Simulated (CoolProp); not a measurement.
Computed with CoolProp (reference Helmholtz-energy equation of state, Lemmon 2003). It is a pseudo-pure fit of the blend.

**Question.** For R410A, give the phase and the cp (kJ/(kg K)) at 72.15 °C and 0.967 MPa; 201.05 °C and 0.967 MPa.

**Answer.** 
- 72.15 °C and 0.967 MPa: gas; cp 0.972
- 201.05 °C and 0.967 MPa: gas; cp 1.09
